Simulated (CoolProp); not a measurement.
Saturation properties of carbonyl sulfide.

The numbers come from the reference Helmholtz-energy equation of state, Lemmon 2006 in CoolProp. It is a short technical equation, of lower accuracy than the large ones.

```
T (K)  p (MPa)  liquid density (kg/m³)  liquid cp (kJ/(kg K))
-----  -------  ----------------------  ---------------------
256.5   0.3830                    1099                  1.235
266.5   0.5309                    1075                  1.258
276.5   0.7175                    1050                  1.286
286.5   0.9485                    1023                  1.320
296.5    1.230                   995.1                  1.362
306.6    1.571                   964.9                  1.414
316.6    1.972                   932.8                  1.480
326.6    2.441                   897.8                  1.569
336.6    2.987                   859.0                  1.693
346.6    3.617                   814.9                  1.887
356.7    4.349                   762.0                  2.244
```

It boils at 223.0 K under 1 atm.
